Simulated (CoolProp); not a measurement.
A Linde-Hampson liquefier for CF4 (R14): isothermal reversible compression at 290 K from 1 atm to 25 MPa, throttling to 1 atm, return gas leaving the recuperator 2 K below the feed. Each further row changes one setting.

Model: reference Helmholtz-energy equation of state, Platzer 1990, in CoolProp. This equation is an older, rougher fit; its heat capacities, sound speeds and derivatives of the liquid may be far off and weren't checked against measurements.

| case | liquid yield per pass | compression work (kJ/kg of gas) |
|---|---|---|
| as stated | … | 133 |
| high pressure 50 MPa | … | 155 |
| warm-end temperature 320 K | 0.237 | … |
| warm-end gap 7 K | 0.297 | 133 |

Problem. What belongs in the gaps?

Solution. 
- as stated, liquid yield per pass: 0.309
- high pressure 50 MPa, liquid yield per pass: 0.306
- warm-end temperature 320 K, compression work (kJ/kg of gas): 154
